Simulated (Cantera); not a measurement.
Charge: 1 mol Si3N4, 0.34 mol C, 0.14 mol H2, equilibrated at 1550 K and 1.40 Pa.

These are equilibrium values from Cantera (NASA tables, ideal gas, pure condensed phases), not measurements of a reactor. Candidate condensed phases: C, C6H6, C7H8, C8H18, Si, SiC, Si3N4; 105 gas species. Mutual solubility and eutectic melting of coexisting phases are not modelled. Kinetics and transport are ignored.

Base state: N2 0.931, H2 0.0641, Si 0.00237, H 0.00213, Si2N 1.42e-5 (mole fractions); condensed: Si(s) + SiC(s).

What changes in the equilibrium state with this change: temperature from 1550 K to 2723.15 K?


```json
[
 {"species": "Si", "before": "0.00237", "after": "0.541"},
 {"species": "N2", "before": "0.931", "after": "0.358"},
 {"species": "H", "before": "0.00213", "after": "0.0509"},
 {"species": "H2", "before": "0.0641", "after": "9.45e-6"},
 {"species": "C", "before": "<1e-9", "after": "0.0282"},
 {"species": "CN", "before": "<1e-9", "after": "0.0128"},
 {"species": "SiC2", "before": "<1e-9", "after": "0.00508"},
 {"species": "C3", "before": "<1e-9", "after": "0.00244"},
 {"species": "Si(s), mol", "before": "2.65", "after": "0"},
 {"species": "SiC(s), mol", "before": "0.340", "after": "0"}
]
```
The tables' values for SiN are old estimates; treat these amounts as uncertain.

What changes in the equilibrium state with this change: pressure from 1.40 Pa to 11.0 Pa?


```csv
species,before,after
N2,0.931,0.934
H2,0.0641,0.0650
H,0.00213,0.000766
Si,0.00237,0.000302
Si2N,1.42e-5,5.09e-6
"Si(s), mol",2.65,2.66
"SiC(s), mol",0.340,0.340
```

What changes in the equilibrium state with this change: temperature from 1550 K to 1400 K?


| species | before | after |
|---|---|---|
| N2 | 0.931 | 0.618 |
| H2 | 0.0641 | 0.381 |
| H | 0.00213 | 0.000803 |
| Si | 0.00237 | 4.47e-5 |
| Si2N | 1.42e-5 | 2.68e-7 |
| Si(s), mol | 2.65 | 0 |
| SiC(s), mol | 0.340 | 0.340 |
| Si3N4(s), mol | 0 | 0.887 |
